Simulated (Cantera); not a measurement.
Thermodynamics of silicon oxide and oxynitride deposition, feed SiH2Cl2 + N2O + N2

Input: 1 mol SiH2Cl2, 0.39 mol N2O, 200 mol N2, equilibrated at 0.133 bar.

Cantera equilibrium calculation (NASA polynomials, part measured and part estimated; ideal gas, pure solids and liquids). Candidate condensed phases: H2O, NH4Cl, Si, SiO2, Si2N2O, Si3N4; 47 gas species. Mutual solubility and eutectic melting of coexisting phases are not modelled. The tables' values for SiCl, SiCl3, SiN are old estimates; treat these amounts as uncertain. The numbers say what is thermodynamically allowed, not how fast it happens.

```tsv
T (°C)	x N2	x HCl	x H2	x SiCl2	n Si2N2O(s)	n Si3N4(s)
400	0.991	0.00658	0.00167	<1e-12	0.390	0.0173
550	0.991	0.00732	0.00129	1.81e-11	0.390	0.0299
700	0.991	0.00775	0.00108	9.71e-9	0.390	0.0371
850	0.991	0.00802	0.000944	9.43e-7	0.390	0.0414
1000	0.991	0.00816	0.000873	2.94e-5	0.390	0.0422
1150	0.990	0.00797	0.000969	0.000343	0.390	0.0269
1300	0.990	0.00749	0.00120	0.000940	0.388	0
1450	0.989	0.00636	0.00175	0.00163	0.267	0
1600	0.988	0.00378	0.00299	0.00294	0	0
1750	0.988	0.00385	0.00286	0.00281	0	0
1900	0.987	0.00408	0.00255	0.00240	0	0
```
x: gas mole fraction; n: condensed amount in mol.

From 400 °C to 1150 °C the condensed part is Si2N2O(s) + Si3N4(s). From 1300 °C to 1450 °C the condensed part is Si2N2O(s). From 1600 °C to 1900 °C nothing is condensed. The main Si-bearing gas is SiCl4 at 400 °C and SiCl2 at 1900 °C.
